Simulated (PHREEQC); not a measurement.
Solution (50 °C): 0.0034 mol CuSO4, 3e-06 mol H2SO4 and 0.0022 mol NaCl per kg of water. Closed to the air; pH follows from the charge balance.

All values are PHREEQC results (ion-association model, wateq4f.dat), not measurements.

Task: The ionic strength comes out as 0.0130 mol/kgw. What activity coefficients do NaSO4-, HSO4-, Na+, Cu2(OH)2+2, Cl- get?

Result: NaSO4- 0.89, HSO4- 0.89, Na+ 0.89, Cu2(OH)2+2 0.62, Cl- 0.88.

No solid was allowed to form. Saturation is exceeded, for instance for Tenorite (slow to form); the values hold only as long as no solid forms. Species that the database lacks are ignored. Away from 25 °C the constants follow the database's enthalpies or fits; those with neither stay at their 25 °C values.
